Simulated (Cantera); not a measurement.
A closed system holds: 1 mol CH₃SiCl₃, 0.68 mol HCl, 22 mol H₂, equilibrated at 1.00 bar.

Cantera equilibrium calculation (NASA polynomials, part measured and part estimated; ideal gas, pure solids and liquids). Candidate condensed phases: C, C₆H₆, C₇H₈, C₈H₁₈, Si, SiC; 109 gas species. The feed counts by its element totals alone. The tables' values for SiCl₃ are old estimates; treat these amounts as uncertain. The numbers say what is thermodynamically allowed, not how fast it happens. All values below are at 1850 K.

Base state: H₂ 0.858, HCl 0.139, SiCl₂ 0.00195, H 0.000499, CH₄ 0.000482, C₂H₂ (acetylene) 0.000224, SiCl₃ 0.000120, Cl 6.14e-5 (mole fractions); condensed: C(graphite) + SiC(s).

Problem. What changes in the equilibrium state with this change: H₂ from 22 to 6.3 mol?

Solution. 
```csv
species,before,after
H₂,0.858,0.651
HCl,0.139,0.330
SiCl₂,0.00195,0.0145
SiCl₄,1.08e-5,0.000592
SiCl₃,0.000120,0.00241
SiHCl₃,1.88e-5,0.000331
SiH₂Cl₂,6.05e-6,3.41e-5
"C(graphite), mol",0.0301,0.172
"SiC(s), mol",0.946,0.822
```
